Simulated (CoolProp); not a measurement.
Properties of hexamethyldisiloxane (MM) along the isotherm 346.85 °C (Tc = 245.6 °C, pc = 19.31 bar, ω = 0.418).

Model: reference Helmholtz-energy equation of state, Thol 2016, in CoolProp.

| p (bar) | phase | density (kg/m³) | isothermal compressibility (1/MPa) | expansivity (1/kK) |
|---|---|---|---|---|
| 1.07 | gas | 3.406 | 9.444 | 1.679 |
| 2.15 | gas | 6.916 | 4.751 | 1.749 |
| 3.22 | gas | 10.47 | 3.207 | 1.823 |
| 4.29 | gas | 14.10 | 2.434 | 1.899 |
| 5.36 | gas | 17.82 | 1.970 | 1.980 |
| 6.44 | gas | 21.65 | 1.659 | (withheld) |
| 7.51 | gas | 25.54 | 1.439 | 2.155 |
| 8.58 | gas | (withheld) | 1.274 | (withheld) |
| 9.66 | gas | 33.62 | 1.145 | (withheld) |

Question: What belongs in the gaps?

Answer: 
- 6.44, expansivity (1/kK): 2.066
- 8.58, density (kg/m³): 29.51
- 8.58, expansivity (1/kK): 2.248
- 9.66, expansivity (1/kK): 2.346
